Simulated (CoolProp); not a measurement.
Values from CoolProp's reference Helmholtz-energy equation of state, Fiedler 2023.

**Question.** Give the vapour pressure (kPa), liquid density (kg/m³), vapour density (kg/m³), enthalpy of vaporisation (kJ/kg) of saturated tetrahydrofuran at 93.05 °C.

**Answer.** 
```csv
T (°C),p (kPa),liquid density (kg/m³),vapour density (kg/m³),enthalpy of vaporisation (kJ/kg)
93.05,226,803,5.65,395
```
